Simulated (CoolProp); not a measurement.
The fluid at 352.49 K and 0.0545 MPa (gas) is heated at constant pressure to 506.3 K. The same conditions are run with several fluids, on thermodynamics alone (safety and materials aside).

Values from CoolProp's reference Helmholtz-energy equation of state of each fluid (cis-2-butene: Lemmon 2005; n-hexane: Thol 2019; carbonyl sulfide: Lemmon 2006; methanol: de Reuck 1993).

| fluid | heat (kJ/kg) | final density (kg/m³) |
|---|---|---|
| cis-2-butene | 300 | [?] |
| n-hexane | [?] | 1.12 |
| carbonyl sulfide | [?] | [?] |
| methanol | [?] | 0.416 |

Question: Fill in the missing entries.

Answer: 
- cis-2-butene, final density (kg/m³): 0.728
- n-hexane, heat (kJ/kg): 347
- carbonyl sulfide, heat (kJ/kg): 120
- carbonyl sulfide, final density (kg/m³): 0.779
- methanol, heat (kJ/kg): 265
